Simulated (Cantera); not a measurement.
Pb + O2 + H2 (iron carbonyl, mercury and lead vapours)

Input: 1 mol Pb, 0.86 mol O2, 6 mol H2, held at 1548 K.

These are equilibrium values from Cantera (NASA tables, ideal gas, pure condensed phases), not measurements of a reactor. Candidate condensed phases: H2O, Pb, PbO, PbO2, Pb3O4; 12 gas species. Rates play no part.

From 10.0 Pa to 72.0 mbar nothing is condensed. From 0.370 bar to 10.0 bar the condensed part is Pb(l). The main Pb-bearing gas is Pb throughout.

| P (Pa) | log p H2 | log p H2O | log p Pb | log p H | n Pb(l) |
|---|---|---|---|---|---|
| 10 | -4.22 | -4.61 | -4.85 | -6.62 | 0 |
| 52 | -3.50 | -3.89 | -4.13 | -6.26 | 0 |
| 270 | -2.78 | -3.18 | -3.41 | -5.90 | 0 |
| 1400 | -2.07 | -2.46 | -2.70 | -5.55 | 0 |
| 7200 | -1.36 | -1.75 | -1.99 | -5.19 | 0 |
| 37000 | -0.63 | -1.02 | -1.42 | -4.82 | 0.303 |
| 190000 | 0.12 | -0.27 | -1.42 | -4.45 | 0.876 |
| 1000000 | 0.85 | 0.46 | -1.42 | -4.09 | 0.977 |
log p: log10 of the partial pressure in bar; n: condensed amount in mol.
